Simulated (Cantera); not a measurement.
## Ignition delay

Mixture: CH₄ : CO : O₂ : N₂ : CO₂ = 1 : 0.29 : 1.53 : 5.76 : 0.38 (molar parts), equivalence ratio 1.4, at 220000 Pa, adiabatic and at constant volume. Ignition delay is the time to a rise of 400 K.

Computed with Cantera and GRI-Mech 3.0 (53 species, 325 reactions).

| T0 (K) | delay (ms) |
|---|---|
| 1173 | 53.8 |
| 1273 | 12.8 |
| 1373 | 3.48 |
| 1473 | 1.07 |
| 1573 | 0.378 |
| 1673 | 0.153 |
| 1773 | 0.0705 |
| 1873 | 0.0366 |

```json
{
 "apparent activation energy between 1673 and 1873 K": "190 kJ/mol"
}
```
